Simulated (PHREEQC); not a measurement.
Dissolve 0.017 mol/kgw HF, 0.0019 mol/kgw KF, 0.0006 mol/kgw H4SiO4 and 0.014 mol/kgw HCl at 65 °C. Closed to the air; pH follows from the charge balance.

Model: ion-association model, phreeqc.dat, run in PHREEQC.

| quantity | before | after |
|---|---|---|
| pH | 1.92 | 1.91 |
| ionic strength (mol/kgw) | 0.0161 | 0.0163 |
| HF (mol/kgw) | 0.0152 | 0.0148 |
| SiF6-2 (mol/kgw) | 0.000529 | 0.000586 |
| F- (mol/kgw) | 0.000446 | 0.000521 |
| H4SiO4 (mol/kgw) | 7.12e-5 | 1.38e-5 |
| SI of Quartz (SiO2) | -0.68 | -1.28 |

Task: What was changed between the two runs?
(A) H4SiO4 from 0.0006 to 0.00054 mol/kgw
(B) HCl from 0.014 to 0.0014 mol/kgw
(C) temperature from 65 to 55 °C
(D) diluted 10-fold with water

Result: C, temperature from 65 to 55 °C

This is a speciation only: nothing precipitates in the calculation. At this temperature some constants are extrapolated from 25 °C, and those without enthalpy data are left unchanged. SiF6-2 is the database's only silicon fluoride.
